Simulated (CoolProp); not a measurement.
Saturation properties of isobutane.

Model: reference Helmholtz-energy equation of state, Bücker 2006, in CoolProp.

```json
[
 {"T (K)": "297.9", "p (MPa)": "0.3481", "liquid density (kg/m³)": "551.0", "liquid cp (kJ/(kg K))": "2.428", "liquid conductivity (mW/(m K))": "89.3"},
 {"T (K)": "306.7", "p (MPa)": "0.4467", "liquid density (kg/m³)": "539.7", "liquid cp (kJ/(kg K))": "2.488", "liquid conductivity (mW/(m K))": "86.2"},
 {"T (K)": "315.6", "p (MPa)": "0.5662", "liquid density (kg/m³)": "527.9", "liquid cp (kJ/(kg K))": "2.554", "liquid conductivity (mW/(m K))": "83.2"},
 {"T (K)": "324.4", "p (MPa)": "0.7062", "liquid density (kg/m³)": "515.6", "liquid cp (kJ/(kg K))": "2.626", "liquid conductivity (mW/(m K))": "80.3"},
 {"T (K)": "333.2", "p (MPa)": "0.8702", "liquid density (kg/m³)": "502.6", "liquid cp (kJ/(kg K))": "2.706", "liquid conductivity (mW/(m K))": "77.6"},
 {"T (K)": "342", "p (MPa)": "1.061", "liquid density (kg/m³)": "488.9", "liquid cp (kJ/(kg K))": "2.799", "liquid conductivity (mW/(m K))": "74.9"},
 {"T (K)": "350.8", "p (MPa)": "1.280", "liquid density (kg/m³)": "474.1", "liquid cp (kJ/(kg K))": "2.909", "liquid conductivity (mW/(m K))": "72.4"},
 {"T (K)": "359.7", "p (MPa)": "1.534", "liquid density (kg/m³)": "457.8", "liquid cp (kJ/(kg K))": "3.046", "liquid conductivity (mW/(m K))": "70.0"},
 {"T (K)": "368.5", "p (MPa)": "1.820", "liquid density (kg/m³)": "440.0", "liquid cp (kJ/(kg K))": "3.225", "liquid conductivity (mW/(m K))": "67.7"},
 {"T (K)": "377.3", "p (MPa)": "2.144", "liquid density (kg/m³)": "419.7", "liquid cp (kJ/(kg K))": "3.482", "liquid conductivity (mW/(m K))": "65.5"}
]
```

It boils at 261.4 K under 1 atm.

Thermal conductivity comes from a separate model (Perkins 2002).
